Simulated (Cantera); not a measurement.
An isothermal, constant-pressure homogeneous reactor starts with C2H6 : H2 = 1 : 14 (molar parts), at 1125 K and 0.760 atm.

Cantera simulation using GRI-Mech 3.0 (53 species, 325 reactions); the numbers are that mechanism's predictions, not measurements. GRI-Mech 3.0 stops at C3 and has no aromatics, soot or wall deposition, so with more carbon than oxygen in the feed, carbon stays in small species such as C2H2 where larger ones or solid carbon would form.

x: mole fraction; the columns are a selection and need not sum to one.

```tsv
t (s)	x C2H6	x H2	x C2H2	x C2H4	x CH4
4.00e-6	0.0667	0.933	<1e-12	7.85e-10	1.84e-8
1.41e-5	0.0667	0.933	<1e-12	3.13e-8	1.40e-7
4.94e-5	0.0667	0.933	<1e-12	6.61e-7	6.70e-7
0.000174	0.0667	0.933	7.01e-12	9.64e-6	2.64e-6
0.000611	0.0665	0.933	9.81e-10	0.000121	1.33e-5
0.00215	0.0653	0.933	?	0.00117	0.000137
0.00754	0.0599	0.933	?	0.00595	0.000845
0.0265	0.0451	0.933	?	0.0188	0.00296
0.0932	0.0225	0.932	?	0.0377	0.00740
0.328	0.0123	0.929	?	0.0432	0.0147
1.15	0.0100	0.920	?	0.0369	0.0318
4.05	0.00648	0.902	?	0.0243	0.0665
14.2	0.00272	0.882	?	0.0104	0.105
50.0	0.000709	0.871	?	0.00275	0.126
```

**Question.** Fill in the missing entries.

**Answer.** 
- 0.00215, x C2H2: 9.23e-8
- 0.00754, x C2H2: 2.55e-6
- 0.0265, x C2H2: 3.19e-5
- 0.0932, x C2H2: 0.000232
- 0.328, x C2H2: 0.000811
- 1.15, x C2H2: 0.00125
- 4.05, x C2H2: 0.000893
- 14.2, x C2H2: 0.000383
- 50.0, x C2H2: 0.000101
